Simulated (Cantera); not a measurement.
Charge: 1 mol NH3, 0.84 mol O2, 11 mol H2, at 1350 K and 0.133 bar.

Equilibrium computed with Cantera from the NASA thermochemical tables; the gas is ideal and each condensed phase is pure. Candidate condensed phases: H2O; 24 gas species. Equilibrium is a limit: real reactors are often held back by kinetics, nucleation or transport.

Base state: H2 0.832, H2O 0.129, N2 0.0385 (mole fractions); condensed: gas only.

### Question
What changes in the equilibrium state with this change: O2 from 0.84 to 0.087 mol?

### Answer
| species | before | after |
|---|---|---|
| H2 | 0.832 | 0.948 |
| N2 | 0.0385 | 0.0385 |
| H2O | 0.129 | 0.0134 |
